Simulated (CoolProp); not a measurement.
The fluid at 298.15 K and 5.28 MPa flows at 6.9 m/s in a round tube of 10 mm bore and 45 µm roughness, fully developed (64/Re and Nu = 3.66 if laminar; Colebrook and Gnielinski if turbulent). The same conditions are run with several fluids, on thermodynamics alone (safety and materials aside).

Values from CoolProp's reference Helmholtz-energy equation of state of each fluid (R123: Younglove 1994; R13: Platzer 1990; C3F8 (R218): Lemmon 2006; benzene: Thol 2012; R507A: Lemmon 2003). The equations of Platzer and Polt are older, rougher fits. Blends and air are pseudo-pure fits.

```
fluid        Reynolds number  Darcy friction factor  pressure drop (Pa/m)  heat-transfer coefficient (W/(m² K))  mass flow (kg/h)
-----------  ---------------  ---------------------  --------------------  ------------------------------------  ----------------
R123                  228000                      …                     …                                 14100              2880
R13                   929000                      …                 69100                                 22800              1920
C3F8 (R218)           478000                 0.0296                 97700                                 16700                 …
benzene                    …                 0.0305                 63700                                 12100                 …
R507A                 518000                 0.0296                 76700                                 21800                 …
```

Question: What belongs in the gaps?

Answer: 
- R123, Darcy friction factor: 0.0299
- R123, pressure drop (Pa/m): 105000
- R13, Darcy friction factor: 0.0295
- C3F8 (R218), mass flow (kg/h): 2700
- benzene, Reynolds number: 96100
- benzene, mass flow (kg/h): 1710
- R507A, mass flow (kg/h): 2120

Transport values come from each fluid's own correlations; those of R13, C3F8 (R218) are estimates that may be off by 10 % or more.
